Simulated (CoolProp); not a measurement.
Properties of CHF3 (R23) along the isobar 37.6 bar (Tc = 299.3 K, pc = 48.32 bar, ω = 0.263).

The numbers come from the reference Helmholtz-energy equation of state, Penoncello 2003 in CoolProp.

```csv
T (K),phase,cp (kJ/(kg K)),speed of sound (m/s),Prandtl number
140,liquid,1.191,1124,5.51
160.9,liquid,1.198,1005,3.92
181.8,liquid,1.215,892.9,3.08
202.6,liquid,1.247,784.2,2.59
223.5,liquid,1.302,673.7,2.28
244.4,liquid,1.396,558.1,2.09
265.3,liquid,1.585,430.2,2.04
286.1,liquid,2.386,263.7,2.52
307,gas,1.406,165.9,1.16
327.9,gas,1.123,183.6,0.947
348.8,gas,1.033,196.7,0.882
369.7,gas,0.9995,207.6,0.859
390.5,gas,0.9894,217.1,0.854
411.4,gas,0.9909,225.6,0.856
432.3,gas,0.9988,233.5,0.862
453.2,gas,1.010,240.9,0.871
```

Viscosity comes from a separate model (Shan 2000). Thermal conductivity comes from a separate model (Shan 2000).
